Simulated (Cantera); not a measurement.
Input: 1 mol MgCO3, 0.045 mol C, 1.7 mol O2, equilibrated at 1677 °C and 133 Pa.

Cantera equilibrium calculation (NASA polynomials, part measured and part estimated; ideal gas, pure solids and liquids). Candidate condensed phases: C, Mg, MgCO3, MgO; 15 gas species. Kinetics and transport are ignored.

Base state: O2 0.607, CO2 0.372, CO 0.0113, O 0.00963, Mg 3.77e-5 (mole fractions); condensed: MgO(s).

What changes in the equilibrium state with this change: C from 0.045 to 1.5 mol?


```csv
species,before,after
CO2,0.372,0.833
O2,0.607,0.101
CO,0.0113,0.0620
Mg,3.77e-5,9.26e-5
O,0.00963,0.00392
"MgO(s), mol",1.000,1.000
```
